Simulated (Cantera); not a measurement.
Feed: 1 mol SrCl2, 0.088 mol HCl, 10 mol N2, equilibrated at 58.0 mbar.

Cantera equilibrium calculation (NASA polynomials, part measured and part estimated; ideal gas, pure solids and liquids). Candidate condensed phases: NH4Cl, Sr, SrCl2; 15 gas species. The numbers say what is thermodynamically allowed, not how fast it happens.

Problem. At 1898 K, list the 5 most abundant gas species with their mole fractions, and the condensed phases.

Solution. N2 0.901, SrCl2 0.0901, HCl 0.00710, Cl 0.000885, H2 0.000386. Condensed: gas only.
